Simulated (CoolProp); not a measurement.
Properties of isopentane along the isotherm 226.85 °C (Tc = 187.2 °C, pc = 3378 kPa, ω = 0.227).

Computed with CoolProp (reference Helmholtz-energy equation of state, Lemmon 2006). It is a short technical equation, of lower accuracy than the large ones.

```tsv
p (kPa)	phase	density (kg/m³)	cp (kJ/(kg K))	cv (kJ/(kg K))	speed of sound (m/s)	Joule-Thomson coefficient (K/MPa)
768	gas	14.20	2.596	2.442	232.0	6.360
1540	gas	30.66	2.676	2.461	217.0	7.011
2300	gas	49.93	2.796	2.484	200.7	7.795
3070	gas	74.21	2.999	2.513	182.6	8.752
3840	supercritical	106.5	3.378	2.549	163.5	9.815
4610	supercritical	153.8	4.173	2.595	145.5	10.50
5370	supercritical	222.3	5.087	2.621	142.2	8.732
6140	supercritical	282.8	4.529	2.597	172.3	5.101
6910	supercritical	317.6	4.016	2.573	210.9	3.160
7680	supercritical	340.0	3.749	2.559	245.2	2.204
8450	supercritical	356.4	3.592	2.549	274.8	1.655
```

The peak of cp marks the crossing from liquid-like to gas-like fluid above the critical point.
